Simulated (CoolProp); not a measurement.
A closed Brayton cycle with nitrogen: compressor inlet 313.15 K and 4.5 MPa, high pressure 15.7 MPa, turbine inlet 775 K, compressor efficiency 0.8, turbine efficiency 0.9, recuperator effectiveness 0.9 (on enthalpy, no pinch check). Each further row changes one setting.

Values from CoolProp's reference Helmholtz-energy equation of state, Span 2000.

```
case                           thermal efficiency (%)  net work (kJ/kg)  compressor to turbine work  compressor exit (K)  turbine exit (K)
-----------------------------  ----------------------  ----------------  --------------------------  -------------------  ----------------
as stated                                           ?              47.3                        0.79                482.5             573.2
turbine inlet 725 K                                 ?                 ?                        0.85                482.5             534.5
compressor inlet 323.15 K                        17.3              41.2                           ?                497.7             573.2
high pressure 13.3 MPa                              ?              49.4                        0.75                456.4                 ?
recuperator effectiveness 0.5                       ?              47.3                        0.79                482.5             573.2
```

### Question
Some entries are withheld; supply them.

### Answer

- as stated, thermal efficiency (%): 19.6
- turbine inlet 725 K, thermal efficiency (%): 14.6
- turbine inlet 725 K, net work (kJ/kg): 32.4
- compressor inlet 323.15 K, compressor to turbine work: 0.82
- high pressure 13.3 MPa, thermal efficiency (%): 22.4
- high pressure 13.3 MPa, turbine exit (K): 596.7
- recuperator effectiveness 0.5, thermal efficiency (%): 16.9
